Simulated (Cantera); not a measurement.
A jet of CH₄ : O₂ : N₂ = 0.05 : 0.17 : 0.79 (molar parts), equivalence ratio 0.59 at 300 K and 22.5 Torr hits a platinum plate 4.3 cm away at a mass flux of 0.12 kg/m²/s; the plate temperature is set and raised in steps from an oxygen-covered start.

Model: Deutschmann's 1995 Pt surface mechanism with GRI-Mech 3.0 gas chemistry, integrated in Cantera. Catalytic surfaces can have several steady states; this one follows from the mechanism file's or the stated starting coverage.

x: mole fraction at the wall; θ: surface coverage.

```json
[
 {"plate T (K)": "900", "wall x CH₄": "0.0421", "wall x O₂": "0.152", "wall x H₂O": "0.0138", "wall x OH": "(withheld)", "wall x CO": "1.76e-5", "wall x CO₂": "0.00909", "θ free Pt": "0.243", "θ O*": "0.757"},
 {"plate T (K)": "950", "wall x CH₄": "0.0377", "wall x O₂": "0.143", "wall x H₂O": "0.0221", "wall x OH": "(withheld)", "wall x CO": "2.21e-5", "wall x CO₂": "0.0146", "θ free Pt": "0.317", "θ O*": "0.682"},
 {"plate T (K)": "1000", "wall x CH₄": "0.0331", "wall x O₂": "0.133", "wall x H₂O": "0.0307", "wall x OH": "(withheld)", "wall x CO": "2.66e-5", "wall x CO₂": "0.0203", "θ free Pt": "0.393", "θ O*": "0.606"},
 {"plate T (K)": "1050", "wall x CH₄": "0.0287", "wall x O₂": "0.124", "wall x H₂O": "0.0387", "wall x OH": "(withheld)", "wall x CO": "3.14e-5", "wall x CO₂": "0.0256", "θ free Pt": "0.469", "θ O*": "0.531"},
 {"plate T (K)": "1100", "wall x CH₄": "0.0250", "wall x O₂": "0.116", "wall x H₂O": "0.0455", "wall x OH": "(withheld)", "wall x CO": "3.68e-5", "wall x CO₂": "0.0301", "θ free Pt": "0.541", "θ O*": "0.459"},
 {"plate T (K)": "1150", "wall x CH₄": "0.0220", "wall x O₂": "0.109", "wall x H₂O": "0.0509", "wall x OH": "(withheld)", "wall x CO": "4.34e-5", "wall x CO₂": "0.0338", "θ free Pt": "0.609", "θ O*": "0.391"},
 {"plate T (K)": "1200", "wall x CH₄": "0.0197", "wall x O₂": "0.105", "wall x H₂O": "0.0549", "wall x OH": "(withheld)", "wall x CO": "5.21e-5", "wall x CO₂": "0.0365", "θ free Pt": "0.670", "θ O*": "0.329"},
 {"plate T (K)": "1250", "wall x CH₄": "0.0178", "wall x O₂": "0.101", "wall x H₂O": "0.0582", "wall x OH": "(withheld)", "wall x CO": "6.30e-5", "wall x CO₂": "0.0387", "θ free Pt": "0.726", "θ O*": "0.274"}
]
```

**Question.** Fill in the missing entries.

**Answer.** 
- 900, wall x OH: 3.62e-8
- 950, wall x OH: 1.24e-7
- 1000, wall x OH: 3.60e-7
- 1050, wall x OH: 9.17e-7
- 1100, wall x OH: 2.08e-6
- 1150, wall x OH: 4.30e-6
- 1200, wall x OH: 8.16e-6
- 1250, wall x OH: 1.45e-5
